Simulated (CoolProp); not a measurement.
The numbers come from the reference Helmholtz-energy equation of state, Beckmüller 2019 in CoolProp.

Problem. For n-octane, give the phase and the cv (kJ/(kg K)), Joule-Thomson coefficient (K/MPa), isothermal compressibility (1/MPa), expansivity (1/kK) at 492.6 K and 57.6 bar; 508.4 K and 9.23 bar.

Solution. 
- 492.6 K and 57.6 bar: liquid; cv 2.53, Joule-Thomson coefficient 0.0175, isothermal compressibility 0.00779, expansivity 2.09
- 508.4 K and 9.23 bar: gas; cv 2.56, Joule-Thomson coefficient 18.4, isothermal compressibility 1.56, expansivity 5.38
